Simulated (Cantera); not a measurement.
A perfectly stirred reactor is fed with CH4 : H2O = 1 : 1.3 (molar parts), at 10.0 bar; it is held at 1548 K, and followed from long to short residence time.

Model: GRI-Mech 3.0 (53 species, 325 reactions), integrated in Cantera.

```json
[
 {"quantity": "x(CH4) at τ = 2.00 s", "before": "0.177", "after": "0.368"},
 {"quantity": "x(H2O) at τ = 2.00 s", "before": "0.328", "after": "0.0567"},
 {"quantity": "x(H2) at τ = 2.00 s", "before": "0.373", "after": "0.419"},
 {"quantity": "x(CO2) at τ = 2.00 s", "before": "0.0204", "after": "0.00171"},
 {"quantity": "x(C2H4) at τ = 2.00 s", "before": "0.0140", "after": "0.0499"},
 {"quantity": "x(CH4) at τ = 16.0 ms", "before": "0.327", "after": "0.633"},
 {"quantity": "x(H2O) at τ = 16.0 ms", "before": "0.525", "after": "0.115"},
 {"quantity": "x(H2) at τ = 16.0 ms", "before": "0.108", "after": "0.182"},
 {"quantity": "x(CO2) at τ = 16.0 ms", "before": "0.000206", "after": "7.86e-6"},
 {"quantity": "x(C2H4) at τ = 16.0 ms", "before": "0.0100", "after": "0.0242"}
]
```

Problem. Name the change that produced these shifts.
(A) CH4 1 to 0.19 parts
(B) CH4 1 to 0.44 parts
(C) CH4 1 to 0.26 parts
(D) H2O 1.3 to 0.15 parts

Solution. D, H2O 1.3 to 0.15 parts
